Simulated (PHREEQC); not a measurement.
Solution (20 °C): 0.048 mol HF, 0.00057 mol NH4F and 0.25 mol H2SO4 per kg of water. Closed to the air; pH follows from the charge balance.

Model: ion-association model, phreeqc.dat, run in PHREEQC.

| quantity | before | after |
|---|---|---|
| pH | 0.66 | 0.69 |
| ionic strength (mol/kgw) | 0.317 | 0.284 |
| HSO4- (mol/kgw) | 0.217 | 0.233 |
| SO4-2 (mol/kgw) | 0.0332 | 0.0169 |
| F- (mol/kgw) | 0.000255 | 0.000142 |
| HF2- (mol/kgw) | 4.44e-5 | 2.95e-5 |

Q: Name the change that produced these shifts.
A. H2SO4 from 0.25 to 0.5 mol/kgw
B. NH4F replaced by H2SiF6 at the same molality
C. temperature from 20 to 55 °C
D. H2SO4 from 0.25 to 0.375 mol/kgw
E. diluted 5-fold with water

A: C, temperature from 20 to 55 °C

No solid was allowed to form. Constants without temperature data keep their 25 °C values here.
